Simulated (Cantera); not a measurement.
Input (Python, Cantera) and output of one run.

```python
import numpy as np
import cantera as ct

gas_names = """
    Cu CuF CuF2 Cu2 F F2 N NF NF2 NF3 N2
""".split()
cond_names = """
    Cu(cr) Cu(L) CuF2(s) CuF2(L)
""".split()


# ... load() reads the species with a 1 bar reference pressure and builds the phases ...
atoms = {
    'Cu': {'Cu': 1},
    'F2': {'F': 2},
    'N2': {'N': 2},
}
top_T = {}  # K; cautious upper limits of use, not melting points


# ... equilibrate(T, P, feed) seeds the gas with the atoms and calls Mixture.equilibrate('TP', solver="vcs", rtol=1e-11, max_steps=5000) ...
results = []
feed = {'Cu': 1, 'F2': 0.45, 'N2': 0.53}  # mol
T = 900  # K
P = 1333.22  # Pa
mix = equilibrate(T, P, feed)
results.append((T, P, feed, dict(zip(mix.species_names, mix.species_moles))))
print(gas.report(threshold=0.0001))
for i in range(1, mix.n_phases):
    print(f"{mix.phase(i).name:16s} {mix.phase_moles(i):12.5e} mol")
```

Output:

```
       temperature   900 K
          pressure   1333.2 Pa
           density   0.0049919 kg/m^3
  mean mol. weight   28.018 kg/kmol
   phase of matter   gas

                          1 kg             1 kmol
                     ---------------   ---------------
          enthalpy        6.5011e+05        1.8215e+07  J
   internal energy        3.8303e+05        1.0732e+07  J
           entropy            9303.6        2.6067e+05  J/K
    Gibbs function       -7.7231e+06       -2.1639e+08  J
 heat capacity c_p            1146.5             32122  J/K
 heat capacity c_v            849.72             23808  J/K

                      mass frac. Y      mole frac. X     chem. pot. / RT
                     ---------------   ---------------   ---------------
                N2           0.99978           0.99993           -28.915
     [  +10 minor]         0.0002168        6.6685e-05

Cu(cr)            5.49990e-01 mol
CuF2(s)           4.49974e-01 mol
```

Cantera equilibrium calculation (NASA polynomials, part measured and part estimated; ideal gas, pure solids and liquids).
